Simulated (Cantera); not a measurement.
Input: 1 mol SiCl4, a varied amount of H2O, at 675 K and 0.360 bar.

Method: chemical equilibrium by Gibbs-energy minimisation in Cantera with the NASA 1993 tables (ideal gas, pure condensed phases). Candidate condensed phases: H2O, Si, SiO2; 30 gas species. Equilibrium is a limit: real reactors are often held back by kinetics, nucleation or transport.

Problem. What share of the Si ends up in condensed phases as a function of n(H2O) (mol), at 0.16, 0.25, 0.39, 0.61, 0.95, 1.5, 2.3, 3.5?

Solution. 
| n(H2O) (mol) | Si condensed (%) | as |
|---|---|---|
| 0.16 | 8.0 | SiO2(α-quartz) |
| 0.25 | 12.5 | SiO2(α-quartz) |
| 0.39 | 19.5 | SiO2(α-quartz) |
| 0.61 | 30.5 | SiO2(α-quartz) |
| 0.95 | 47.5 | SiO2(α-quartz) |
| 1.5 | 75.0 | SiO2(α-quartz) |
| 2.3 | 100.0 | SiO2(α-quartz) |
| 3.5 | 100.0 | SiO2(α-quartz) |
